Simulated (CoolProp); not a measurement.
Properties of methane along the isotherm 193.4 K (Tc = 190.6 K, pc = 4.599 MPa, ω = 0.011).

Model: reference Helmholtz-energy equation of state, Setzmann 1991, in CoolProp.

| p (MPa) | phase | Z | cp (kJ/(kg K)) | cv (kJ/(kg K)) | expansivity (1/kK) | Prandtl number |
|---|---|---|---|---|---|---|
| 0.00727 | gas | 0.9995 | 2.087 | 1.568 | 5.178 | 0.760 |
| 0.011 | gas | 0.9992 | 2.088 | 1.568 | 5.182 | 0.760 |
| 0.0165 | gas | 0.9989 | 2.089 | 1.568 | 5.188 | 0.760 |
| 0.025 | gas | 0.9983 | 2.090 | 1.569 | 5.197 | 0.760 |
| 0.0377 | gas | 0.9974 | 2.093 | 1.569 | 5.211 | 0.761 |
| 0.0568 | gas | 0.9960 | 2.096 | 1.570 | 5.231 | 0.761 |
| 0.0857 | gas | 0.9940 | 2.102 | 1.571 | 5.263 | 0.762 |
| 0.129 | gas | 0.9910 | 2.110 | 1.573 | 5.310 | 0.763 |
| 0.195 | gas | 0.9863 | 2.123 | 1.576 | 5.385 | 0.765 |
| 0.294 | gas | 0.9793 | 2.143 | 1.581 | 5.500 | 0.769 |
| 0.444 | gas | 0.9685 | 2.175 | 1.588 | 5.684 | 0.775 |
| 0.67 | gas | 0.9519 | 2.226 | 1.599 | 5.983 | 0.785 |
| 1.01 | gas | 0.9261 | 2.315 | 1.617 | 6.493 | 0.804 |
| 1.52 | gas | 0.8854 | 2.478 | 1.648 | 7.432 | 0.840 |
| 2.3 | gas | 0.8169 | 2.835 | 1.704 | 9.497 | 0.923 |

Viscosity comes from a separate model (Quiñones-Cisneros 2006). Thermal conductivity comes from a separate model (Friend 1989).
